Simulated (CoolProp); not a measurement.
A single-stage vapour-compression cycle with trans-2-butene: evaporating at 254.15 K (dew point), condensing at 300.15 K (bubble point), superheat 10 K, subcooling 8 K, compressor efficiency 0.85, no pressure losses. Each further row changes one setting.

Values from CoolProp's reference Helmholtz-energy equation of state, Lemmon 2005. It is a short technical equation, of lower accuracy than the large ones.

```tsv
case	cooling COP	pressure ratio	discharge temperature (K)	refrigerating effect (kJ/kg)	volumetric capacity (kJ/m³)
as stated	…	5.63	322.8	353	408
evaporating temperature 259.15 K	4.91	4.51	320.6	…	511
condensing temperature 295.15 K	4.82	…	…	365	421
subcooling 13 K	4.35	5.63	322.8	365	421
superheat 20 K	4.22	5.63	…	368	…
compressor efficiency 0.75	…	5.63	329.2	353	408
```

Some entries are withheld; supply them.


- as stated, cooling COP: 4.21
- evaporating temperature 259.15 K, refrigerating effect (kJ/kg): 360
- condensing temperature 295.15 K, pressure ratio: 4.80
- condensing temperature 295.15 K, discharge temperature (K): 317.2
- superheat 20 K, discharge temperature (K): 333.2
- superheat 20 K, volumetric capacity (kJ/m³): 409
- compressor efficiency 0.75, cooling COP: 3.72
